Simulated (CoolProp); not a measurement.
Properties of ethylene along the isotherm -61.75 °C (Tc = 9.2 °C, pc = 5042 kPa, ω = 0.087).

Computed with CoolProp (reference Helmholtz-energy equation of state, Smukala 2000).

```tsv
p (kPa)	phase	density (kg/m³)	Joule-Thomson coefficient (K/MPa)	isothermal compressibility (1/MPa)
79.7	gas	1.289	23.78	12.71
117	gas	1.904	23.89	8.716
172	gas	2.825	24.06	5.988
252	gas	4.198	24.32	4.150
370	gas	(withheld)	24.70	2.897
543	gas	9.583	(withheld)	2.058
797	liquid	502.3	-0.1885	(withheld)
1170	liquid	503.0	-0.1950	0.004061
1720	liquid	504.1	(withheld)	0.003968
2520	liquid	505.7	-0.2167	0.003841
3700	liquid	508.0	-0.2340	0.003670
5430	liquid	511.1	-0.2568	0.003449
7970	liquid	515.4	-0.2859	0.003175
11700	liquid	(withheld)	-0.3214	0.002851
17200	liquid	(withheld)	-0.3626	0.002491
25200	liquid	538.7	-0.4068	0.002117
```

**Question.** Some entries are withheld; supply them.

**Answer.** 
- 370, density (kg/m³): 6.302
- 543, Joule-Thomson coefficient (K/MPa): 25.31
- 797, isothermal compressibility (1/MPa): 0.004127
- 1720, Joule-Thomson coefficient (K/MPa): -0.2041
- 11700, density (kg/m³): 521.2
- 17200, density (kg/m³): 528.9
